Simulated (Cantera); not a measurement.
Feed: 1 mol Al, 1.9 mol HCl, 49 mol H2, at 4.30 Pa.

Cantera equilibrium calculation (NASA polynomials, part measured and part estimated; ideal gas, pure solids and liquids). Candidate condensed phases: Al, AlCl3; 12 gas species. The numbers say what is thermodynamically allowed, not how fast it happens.

Over these rows the condensed part is Al(s). Partial pressures as log10 of bar:

```tsv
T (K)	1000/T (1/K)	log p AlCl	log p H2	log p AlCl3
525	1.9048	-10.96	-4.37	-6.29
575	1.7391	-9.73	-4.37	-6.27
625	1.6000	-8.70	-4.37	-6.27
675	1.4815	?	-4.37	-6.27
725	1.3793	-7.09	-4.37	-6.29
775	1.2903	-6.47	-4.37	-6.38
```

Task: Fit log p(AlCl) = a + b·(1000/T) to the five rows, give the apparent enthalpy, and predict the row at 675 K.

Result: Means: 1000/T = 1.5827, log p = -8.590. Sxy = -1.868564, Sxx = 0.2553780, so b = -7.32 and a = -8.590 − (-7.32)×1.5827 = 3.00.
Apparent enthalpy: −19.145 × (-7.32) = 140 kJ/mol. With the condensed phases at unit activity, 2/3 Al(s) + 1/3 AlCl3(g) = AlCl(g) links this pressure to the main gases: over the six rows their terms move log p by -0.03 in all, so the slope is close to that reaction's ΔH°. The five rows lie within 0.03 of the line.
Prediction at 675 K: 3.00 + (-7.32)×1.4815 = -7.84. The computed value is -7.83, 0.01 from the line.
